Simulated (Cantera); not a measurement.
A diamond (100) surface in a fixed gas of H2 with x(CH4) = 0.008, x(H) = 0.0024, x(CH3) = 9.7e-05, 1600 Pa; coverages are run to steady state.

Model: the Harris–Goodwin 1993 mechanism for the reconstructed diamond (100) surface, integrated in Cantera.

θ: site fractions in the mechanism's names (c6HH fully hydrogenated, c6H* and c6*H radical sites, c6** diradical, c6HM methylated).

```csv
T (K),growth (µm/h),θ c6HH,θ c6H*,θ c6*H,θ c6**,θ c6HM
950,(withheld),0.624,0.0137,0.324,0.00632,0.0245
1000,(withheld),0.584,0.0178,0.365,0.00919,0.0170
1050,(withheld),0.548,0.0225,0.403,0.0128,0.00963
1100,(withheld),0.512,0.0275,0.436,0.0170,0.00421
1150,(withheld),0.479,0.0327,0.464,0.0218,0.00155
1200,0.185,0.448,0.0379,0.486,0.0270,0.000541
1250,0.174,0.421,0.0432,0.503,0.0323,0.000190
1300,0.175,0.397,0.0483,0.516,0.0377,6.75e-5
1350,(withheld),0.378,0.0533,0.526,0.0429,2.39e-5
1400,(withheld),0.361,0.0582,0.532,0.0479,8.63e-6
```

Task: Some entries are withheld; supply them.

Result: 
- 950, growth (µm/h): 0.580
- 1000, growth (µm/h): 0.639
- 1050, growth (µm/h): 0.558
- 1100, growth (µm/h): 0.381
- 1150, growth (µm/h): 0.244
- 1350, growth (µm/h): 0.155
- 1400, growth (µm/h): 0.106
